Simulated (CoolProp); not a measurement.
R1132(E) at several states: Z from the reference equation and from simpler models built on Tc = 75.7 °C, pc = 5174 kPa, ω = 0.245; each cubic takes its own stable root.

Values from CoolProp's reference Helmholtz-energy equation of state, Akasaka 2024.

```csv
T (°C),p (kPa),phase,reference
69.95,81.7,gas,0.9942
66.65,37,gas,0.9973
55.15,6500,liquid,0.1852
60.35,6500,liquid,0.1888
69.75,4820,liquid,0.1623
104.15,762,gas,0.9601
```

**Question.** How far does each simpler model (Soave-Redlich-Kwong, Peng-Robinson) lie from the reference over these 6 states: mean and median of the absolute difference, and the worst?

**Answer.** 
- Soave-Redlich-Kwong: mean 11.1 %, median 8.9 %, worst +29.7 % at 69.75 °C and 4820 kPa
- Peng-Robinson: mean 4.7 %, median 2.7 %, worst +16.5 % at 69.75 °C and 4820 kPa
